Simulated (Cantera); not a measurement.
**AlN + Cl2 (nitride etching)**

Input: 1 mol AlN, a varied amount of Cl2, held at 2000 K and 0.0150 Torr.

These are equilibrium values from Cantera (NASA tables, ideal gas, pure condensed phases), not measurements of a reactor. Candidate condensed phases: Al, AlCl3, AlN; 11 gas species. The tables' values for AlCl2 are old estimates; treat these amounts as uncertain. Equilibrium is a limit: real reactors are often held back by kinetics, nucleation or transport.

```csv
n(Cl2) (mol),x Cl,x AlCl,x N2,x AlCl2
1.2,0.477,0.336,0.174,0.0112
1.8,0.630,0.235,0.123,0.0103
2.4,0.714,0.180,0.0953,0.00899
3,0.767,0.146,0.0776,0.00783
3.6,0.804,0.123,0.0655,0.00690
4.2,0.830,0.106,0.0566,0.00615
4.8,0.850,0.0933,0.0498,0.00554
5.4,0.866,0.0832,0.0445,0.00503
6,0.879,0.0751,0.0402,0.00461
6.6,0.890,0.0685,0.0367,0.00425
7.2,0.899,0.0629,0.0337,0.00395
7.8,0.906,0.0581,0.0312,0.00368
```
x: gas mole fraction; nothing condenses.

From 1.2 mol Cl2 to 7.8 mol Cl2 nothing is condensed. The main Al-bearing gas is AlCl throughout.
